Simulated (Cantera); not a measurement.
A diamond (100) surface in a fixed gas of H2 with x(CH4) = 0.019, x(H) = 0.0037, at 1075 K, 0.0109 atm; coverages are run to steady state.

Cantera simulation using the Harris–Goodwin 1993 mechanism for the reconstructed diamond (100) surface; the numbers are that mechanism's predictions, not measurements.

θ: site fractions in the mechanism's names (c6HH fully hydrogenated, c6H* and c6*H radical sites, c6** diradical, c6HM methylated).

```json
[
 {"x(CH3)": "1e-06", "growth (µm/h)": "0.00354", "θ c6HH": "0.533", "θ c6H*": "0.0253", "θ c6*H": "0.426", "θ c6**": "0.0155", "θ c6HM": "4.64e-5"},
 {"x(CH3)": "2.9e-06", "growth (µm/h)": "0.0103", "θ c6HH": "0.533", "θ c6H*": "0.0253", "θ c6*H": "0.426", "θ c6**": "0.0155", "θ c6HM": "0.000134"},
 {"x(CH3)": "8.3e-06", "growth (µm/h)": "0.0293", "θ c6HH": "0.533", "θ c6H*": "0.0253", "θ c6*H": "0.425", "θ c6**": "0.0155", "θ c6HM": "0.000385"},
 {"x(CH3)": "2.4e-05", "growth (µm/h)": "…", "θ c6HH": "0.533", "θ c6H*": "0.0253", "θ c6*H": "0.425", "θ c6**": "0.0154", "θ c6HM": "…"},
 {"x(CH3)": "6.8e-05", "growth (µm/h)": "0.239", "θ c6HH": "0.531", "θ c6H*": "0.0252", "θ c6*H": "0.424", "θ c6**": "0.0153", "θ c6HM": "0.00313"},
 {"x(CH3)": "0.0002", "growth (µm/h)": "…", "θ c6HH": "0.527", "θ c6H*": "0.0250", "θ c6*H": "0.420", "θ c6**": "0.0151", "θ c6HM": "…"},
 {"x(CH3)": "0.00056", "growth (µm/h)": "1.88", "θ c6HH": "0.515", "θ c6H*": "0.0244", "θ c6*H": "0.410", "θ c6**": "0.0144", "θ c6HM": "0.0247"},
 {"x(CH3)": "0.0016", "growth (µm/h)": "4.90", "θ c6HH": "0.484", "θ c6H*": "0.0228", "θ c6*H": "0.383", "θ c6**": "0.0126", "θ c6HM": "0.0646"},
 {"x(CH3)": "0.0047", "growth (µm/h)": "11.5", "θ c6HH": "0.416", "θ c6H*": "0.0194", "θ c6*H": "0.326", "θ c6**": "0.00908", "θ c6HM": "0.153"}
]
```

### Question
What belongs in the gaps?

### Answer

- 2.4e-05, growth (µm/h): 0.0847
- 2.4e-05, θ c6HM: 0.00111
- 0.0002, growth (µm/h): 0.694
- 0.0002, θ c6HM: 0.00910
